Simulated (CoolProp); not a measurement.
Vapour-liquid equilibrium of R1234ze(E) (1) + n-pentane (2) at 0.0399 MPa; x and y are mole fractions of (1).

Computed with CoolProp (multi-fluid Helmholtz-energy mixture model, Thol 2016 and Thol 2019; pair parameters Bell 2016).

Give the bubble temperature and the first vapour's composition at x = 0.65, 0.725, 0.95. Is there an azeotrope?

x = 0.65: 237.2 K, y = 0.940; x = 0.725: 236.9 K, y = 0.944; x = 0.95: 235.2 K, y = 0.980. No azeotrope shows between x = 0.05 and 0.95.

Pair parameters are fitted to limited data, so mixtures are less certain than the pure fluids. With so large a gap from Raoult's law the liquid may split in two, which this calculation doesn't test in full.
